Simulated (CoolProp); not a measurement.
Vapour-liquid equilibrium of acetone (1) + n-decane (2) at 364.6 K; x and y are mole fractions of (1).

Model: multi-fluid Helmholtz-energy mixture model, Lemmon 2006 and Lemmon 2006; pair parameters Bell 2016, in CoolProp.

```tsv
x	bubble pressure (MPa)	y at the bubble point	dew pressure at overall composition x (MPa)	liquid density (mol/L)
0.05	0.03426	0.808	0.007094	4.902
0.2	0.1135	0.947	0.008419	5.450
0.35	0.1703	0.968	0.01035	6.110
0.5	0.2039	0.976	0.01342	6.926
0.65	0.2264	0.980	0.01907	7.968
0.8	0.2499	0.986	0.03291	9.356
0.95	0.2830	0.996	0.1193	11.30
```

No azeotrope shows between x = 0.05 and 0.95.

The pair parameters rest on a limited set of measurements; away from them the model extrapolates. With so large a gap from Raoult's law the liquid may split in two, which this calculation doesn't test in full.
